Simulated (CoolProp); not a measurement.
Neopentane at 293.15 K and 5.93 MPa is throttled through a valve to 2.33 MPa with no heat exchange. Each further row changes one setting.

The numbers come from the reference Helmholtz-energy equation of state, Lemmon 2006 in CoolProp. It is a short technical equation, of lower accuracy than the large ones.

```tsv
case	temperature change (K)	final density (kg/m³)
as stated	?	592
outlet pressure 0.699 MPa	?	589
outlet pressure 3.03 MPa	?	594
```

Task: Fill in the missing entries.

Result: 
- as stated, temperature change (K): +1.3
- outlet pressure 0.699 MPa, temperature change (K): +1.9
- outlet pressure 3.03 MPa, temperature change (K): +1.1
